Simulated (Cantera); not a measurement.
Charge: 1 mol SiF4, 16 mol NH3, 0.32 mol H2, 2.3 mol N2, held at 1450 K and 5.03 Torr.

These are equilibrium values from Cantera (NASA tables, ideal gas, pure condensed phases), not measurements of a reactor. Candidate condensed phases: Si, Si3N4; 37 gas species. The tables' values for SiF3, SiF2 are old estimates; treat these amounts as uncertain. The numbers say what is thermodynamically allowed, not how fast it happens.

Problem. What is the equilibrium state?

Solution. 
```json
{
 "x(H2)": "0.677",
 "x(N2)": "0.288",
 "x(SiF4)": "0.0216",
 "x(HF)": "0.00710",
 "x(SiF3)": "0.00496",
 "x(SiF2)": "0.000709",
 "x(SiHF3)": "0.000697",
 "x(H)": "9.50e-5",
 "x(SiH2F2)": "1.04e-5",
 "gas_amount": "35.74 mol",
 "log10 activity of Si(s) (absent)": "-1.57"
}
```
